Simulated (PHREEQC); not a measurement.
Model water analysis in mg/kgw, 9.9 °C, pH 2.97, pe 12.2: Na 1470; K 3.11; Ca 103; Mg 239; Cl 288; S(6) as SO4 3790; O(0) (dissolved oxygen) 8.32; Br 158; Fe(3) 1.58; Cd 1.81.

Valence states are taken as typed.

Computed with PHREEQC (ion-association model, wateq4f.dat).

```csv
quantity,before,after
ionic strength (mol/kgw),0.114,0.314
Na+ (mol/kgw),0.0609,0.175
SO4-2 (mol/kgw),0.0302,0.0815
Mg+2 (mol/kgw),0.00587,0.0150
MgSO4 (mol/kgw),0.00396,0.0144
SI of Gypsum (CaSO4:2H2O),-0.61,-0.04
SI of Epsomite (MgSO4:7H2O),-2.34,-1.77
```

Q: Name the change that produced these shifts.
(A) K from 3.11 to 6.22 mg/kgw
(B) Fe(3) from 1.58 to 0.79 mg/kgw
(C) temperature from 9.9 to 25 °C at the same typed pH
(D) all concentrations times 3 at the same typed pH

A: D, all concentrations times 3 at the same typed pH

This is a speciation only: nothing precipitates in the calculation. Some of these states are supersaturated (in Hematite (slow to form), Goethite (slow to form), for instance). At this temperature some constants are extrapolated from 25 °C, and those without enthalpy data are left unchanged.
